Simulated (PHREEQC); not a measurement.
## Alkaline etch or developer: speciation

Consider water at 25 °C with 0.011 mol NH3 and 0.056 mol NaAlO2 per kg of water. Closed to the air; pH follows from the charge balance.

Model: ion-association model, wateq4f.dat, run in PHREEQC.

| Quantity | Result |
|---|---|
| pH | 10.63 |
| ionic strength | 0.0565 mol/kgw |
| total alkalinity | 235 meq/kg |

```csv
species,molality,activity,log γ
Al(OH)4-,0.0560,0.0456,-0.090
Na+,0.0560,0.0457,-0.088
NH3,0.0105,0.0105,0.000
OH-,0.000530,0.000426,-0.095
NH4+,0.000530,0.000431,-0.089
Al(OH)3,5.61e-7,5.68e-7,0.006
```

Precipitation was switched off in this run. The solution is supersaturated, for example in Boehmite (slow to form), Gibbsite (slow to form), so a real one may precipitate; this is no full list. Species that the database lacks are ignored.
